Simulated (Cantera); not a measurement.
Mixture: C3H8 : O2 : N2 : H2O = 1 : 6.02 : 30.7 : 4.2 (molar parts), equivalence ratio 0.83, at 10.0 bar, adiabatic and at constant volume. Ignition delay is the time to a rise of 400 K.

Model: GRI-Mech 3.0 (53 species, 325 reactions), integrated in Cantera. GRI-Mech 3.0 was tuned for natural gas; its chemistry of propane as a main component is partial and can be far from experiment.

### Question
Predict: delay at 1225 K; delay at 1375 K; delay at 1525 K; delay at 1675 K; apparent activation energy between 1600 and 1750 K.

### Answer
```
Property                                                Result
--------------------------------------------------  ----------
delay at 1225 K                                        1.18 ms
delay at 1375 K                                       0.110 ms
delay at 1525 K                                        18.1 µs
delay at 1675 K                                        5.01 µs
apparent activation energy between 1600 and 1750 K  170 kJ/mol
```
